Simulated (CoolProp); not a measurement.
Vapour-liquid equilibrium of propylene (1) + 1-butene (2) at 39.55 °C; x and y are mole fractions of (1).

Model: multi-fluid Helmholtz-energy mixture model, Lemmon 2013 and Lemmon 2005; pair parameters Bell 2016, in CoolProp.

Give the bubble pressure and the first vapour's composition at x = 0.2, 0.575, 0.725. Is there an azeotrope?

x = 0.2: 6.627 bar, y = 0.421; x = 0.575: 10.86 bar, y = 0.788; x = 0.725: 12.68 bar, y = 0.876. No azeotrope shows between x = 0.05 and 0.95.

Pair parameters are fitted to limited data, so mixtures are less certain than the pure fluids.
